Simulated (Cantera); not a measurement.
Fe(CO)₅ + H₂ + O₂ (iron carbonyl, mercury and lead vapours)

A closed system holds: 1 mol Fe(CO)₅, 5.1 mol H₂, a varied amount of O₂, at 1275 °C and 1330 Pa.

Method: chemical equilibrium by Gibbs-energy minimisation in Cantera with the NASA 1993 tables (ideal gas, pure condensed phases). Candidate condensed phases: C, C₆H₆, C₇H₈, C₈H₁₈, Fe, Fe(CO)₅, FeO, Fe(OH)₂, Fe(OH)₃, Fe₂O₃, Fe₃O₄, H₂O; 114 gas species. Rates play no part.

| n(O₂) (mol) | log p H₂ | log p CO | log p H₂O | log p CO₂ | n Fe(γ) |
|---|---|---|---|---|---|
| 0.1 | -2.18 | -2.19 | -3.71 | -4.16 | 1.000 |
| 0.13 | -2.19 | -2.19 | -3.60 | -4.04 | 1.000 |
| 0.17 | -2.19 | -2.19 | -3.48 | -3.92 | 1.000 |
| 0.23 | -2.20 | -2.19 | -3.35 | -3.79 | 1.000 |
| 0.3 | -2.21 | -2.19 | -3.24 | -3.67 | 1.000 |
| 0.39 | -2.22 | -2.20 | -3.13 | -3.55 | 1.000 |
| 0.5 | -2.24 | -2.21 | -3.02 | -3.43 | 1.000 |
| 0.65 | -2.26 | -2.21 | -2.91 | -3.31 | 1.000 |
| 0.85 | -2.29 | -2.23 | -2.80 | -3.18 | 1.000 |
| 1.1 | -2.33 | -2.24 | -2.69 | -3.06 | 1.000 |
log p: log10 of the partial pressure in bar; n: condensed amount in mol.

From 0.1 mol O₂ to 1.1 mol O₂ the condensed part is Fe(γ). The main Fe-bearing gas is Fe throughout.
